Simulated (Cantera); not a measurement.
## Adiabatic ignition

An adiabatic, constant-pressure homogeneous reactor starts with 43.6 % CO, 6.55 % H₂, 10.5 % O₂, 39.3 % N₂, at 1748 K and 5.60 bar.

Computed with Cantera and GRI-Mech 3.0 (53 species, 325 reactions). The hydrogen kinetics of GRI-Mech 3.0 are dated; newer H2 mechanisms differ, most at raised pressure. Above 3000 K some thermodynamic fits are extrapolated.

```csv
t (s),T (K),x CO,x H₂,x O₂,x NO,x O,x H,x OH
2.00e-6,1786,0.429,0.0416,0.0877,1.99e-7,0.00623,0.0136,0.00441
8.73e-6,2577,0.338,0.0145,0.0162,0.000178,0.0166,0.0263,0.0140
3.81e-5,2982,0.325,0.0138,0.00645,0.00116,0.00468,0.00966,0.0109
0.000166,3012,0.324,0.0139,0.00488,0.00376,0.00350,0.00821,0.00968
0.000725,3006,0.325,0.0140,0.00463,0.00527,0.00335,0.00811,0.00945
0.00316,3006,0.325,0.0140,0.00463,0.00529,0.00335,0.00811,0.00945
0.0138,3006,0.325,0.0140,0.00463,0.00529,0.00335,0.00811,0.00945
0.0602,3006,0.325,0.0140,0.00463,0.00529,0.00335,0.00811,0.00945
0.263,3006,0.325,0.0140,0.00463,0.00529,0.00335,0.00811,0.00945
1.15,3006,0.325,0.0140,0.00463,0.00529,0.00335,0.00811,0.00945
5.00,3006,0.325,0.0140,0.00463,0.00529,0.00335,0.00811,0.00945
```
x: mole fraction; the columns are a selection and need not sum to one.

- time of steepest temperature rise: 2.45 µs
- temperature at 5.00 s: 3006 K
- equilibrium temperature: 3006 K
- x(CO) at 5.00 s: 0.325 (gas-phase equilibrium 0.325)
- x(H₂) at 5.00 s: 0.0140 (gas-phase equilibrium 0.0140)
- x(O₂) at 5.00 s: 0.00463 (gas-phase equilibrium 0.00463)
